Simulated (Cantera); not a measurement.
Charge: 1 mol CaO, 5.1 mol HCl, 28 mol H2, equilibrated at 1452 °C and 64.0 Pa.

These are equilibrium values from Cantera (NASA tables, ideal gas, pure condensed phases), not measurements of a reactor. Candidate condensed phases: Ca, CaCl2, CaO, Ca(OH)2, H2O; 21 gas species. Kinetics and transport are ignored.

Base state: H2 0.840, HCl 0.0929, H2O 0.0301, CaCl2 0.0300, H 0.00673, Cl 0.000576, CaCl 0.000133, OH 1.33e-5 (mole fractions); condensed: gas only.

Question: What changes in the equilibrium state with this change: temperature from 1452 °C to 1377 °C?

Answer: 
| species | before | after |
|---|---|---|
| H2 | 0.840 | 0.843 |
| HCl | 0.0929 | 0.0933 |
| H2O | 0.0301 | 0.0302 |
| H | 0.00673 | 0.00330 |
| CaCl2 | 0.0300 | 0.0301 |
| OH | 1.33e-5 | 5.33e-6 |
| CaCl | 0.000133 | 5.77e-5 |
| Cl | 0.000576 | 0.000286 |

Question: What changes in the equilibrium state with this change: temperature from 1452 °C to 1327 °C?

Answer: 
```csv
species,before,after
H2,0.840,0.844
HCl,0.0929,0.0934
H2O,0.0301,0.0302
H,0.00673,0.00197
CaCl2,0.0300,0.0301
OH,1.33e-5,2.76e-6
CaCl,0.000133,3.17e-5
Cl,0.000576,0.000173
```
